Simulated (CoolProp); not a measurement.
Model: reference Helmholtz-energy equation of state, Thol 2018, in CoolProp.

Give the vapour pressure (bar), liquid density (kg/m³), vapour density (kg/m³), enthalpy of vaporisation (kJ/kg) of saturated hydrogen chloride at 229.2, 234.1, 239 K.


| T (K) | p (bar) | liquid density (kg/m³) | vapour density (kg/m³) | enthalpy of vaporisation (kJ/kg) |
|---|---|---|---|---|
| 229.2 | 6.63 | 1080 | 14.2 | 393 |
| 234.1 | 7.92 | 1060 | 16.8 | 385 |
| 239 | 9.39 | 1050 | 19.8 | 378 |
